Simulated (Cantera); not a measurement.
An adiabatic, constant-volume homogeneous reactor starts with CH4 : CO : O2 : N2 = 1 : 0.41 : 4.59 : 17.3 (molar parts), equivalence ratio 0.48, at 1348 K and 3750 Torr.

Computed with Cantera and GRI-Mech 3.0 (53 species, 325 reactions).

Task: Predict: time of steepest temperature rise; temperature at 0.100 s; equilibrium temperature; x(CO) at 0.100 s; x(O2) at 0.100 s; x(H2) at 0.100 s.

Result: 
| Item | Result |
|---|---|
| time of steepest temperature rise | 1.18 ms |
| temperature at 0.100 s | 2527 K |
| equilibrium temperature | 2527 K |
| x(CO) at 0.100 s | 0.00265 (gas-phase equilibrium 0.00265) |
| x(O2) at 0.100 s | 0.0941 (gas-phase equilibrium 0.0941) |
| x(H2) at 0.100 s | 0.000598 (gas-phase equilibrium 0.000598) |
